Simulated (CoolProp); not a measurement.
Values from CoolProp's reference Helmholtz-energy equation of state, Lemmon 2005. It is a short technical equation, of lower accuracy than the large ones.

Task: For cis-2-butene, give the phase and the speed of sound (m/s), Joule-Thomson coefficient (K/MPa) at 322.2 K and 30.8 bar; 332.3 K and 30.8 bar; 362.7 K and 30.8 bar.

Result: 
- 322.2 K and 30.8 bar: liquid; speed of sound 878, Joule-Thomson coefficient -0.230
- 332.3 K and 30.8 bar: liquid; speed of sound 824, Joule-Thomson coefficient -0.181
- 362.7 K and 30.8 bar: liquid; speed of sound 660, Joule-Thomson coefficient 0.0421
